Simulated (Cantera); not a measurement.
Input (Python, Cantera) and output of one run.

```python
import numpy as np
import cantera as ct

gas_names = """
    Br Br2 H HBr H2
""".split()
cond_names = """
    Br2(cr) Br2(L)
""".split()


# ... load() reads the species with a 1 bar reference pressure and builds the phases ...
atoms = {
    'HBr': {'H': 1, 'Br': 1},
    'H2': {'H': 2},
}
top_T = {}  # K; cautious upper limits of use, not melting points


# ... equilibrate(T, P, feed) seeds the gas with the atoms and calls Mixture.equilibrate('TP', solver="vcs", rtol=1e-11, max_steps=5000) ...
results = []
feed = {'HBr': 1, 'H2': 2.7}  # mol
T = 2550  # K
P = 13332.2  # Pa
mix = equilibrate(T, P, feed)
results.append((T, P, feed, dict(zip(mix.species_names, mix.species_moles))))
print(gas.report(threshold=0.001))
for i in range(1, mix.n_phases):
    print(f"{mix.phase(i).name:16s} {mix.phase_moles(i):12.5e} mol")
```

It prints:

```
       temperature   2550 K
          pressure   13332 Pa
           density   0.013263 kg/m^3
  mean mol. weight   21.092 kg/kmol
   phase of matter   gas

                          1 kg             1 kmol
                     ---------------   ---------------
          enthalpy        4.3964e+06        9.2728e+07  J
   internal energy        3.3912e+06        7.1526e+07  J
           entropy             10936        2.3065e+05  J/K
    Gibbs function       -2.3489e+07       -4.9543e+08  J
 heat capacity c_p            1581.7             33361  J/K
 heat capacity c_v            1187.5             25047  J/K

                      mass frac. Y      mole frac. X     chem. pot. / RT
                     ---------------   ---------------   ---------------
                Br           0.46179            0.1219           -23.112
                 H         0.0033792          0.070708           -11.337
               HBr           0.46913           0.12229            -34.45
                H2          0.065482           0.68508           -22.675
     [   +1 minor]        0.00021533        2.8419e-05

Br2(L)            0.00000e+00 mol
```

Cantera equilibrium calculation (NASA polynomials, part measured and part estimated; ideal gas, pure solids and liquids).
